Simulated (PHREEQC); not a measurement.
Consider water at 20 °C with 0.0036 mol/kgw MgSO4, 0.00022 mol/kgw CaCl2 and 0.24 mol/kgw LiCl. Closed to the air; pH follows from the charge balance.

Equilibrium calculation in PHREEQC: ion-association model, phreeqc.dat.

Precipitation was switched off in this run.

### Question
Order these S species by the share of S that they hold, largest first: SO4-2, CaSO4, MgSO4, LiSO4-.

### Answer
SO4-2 (74 %), LiSO4- (21 %), MgSO4 (4.4 %), CaSO4 (0.21 %)

The ionic strength is 0.253 mol/kgw.
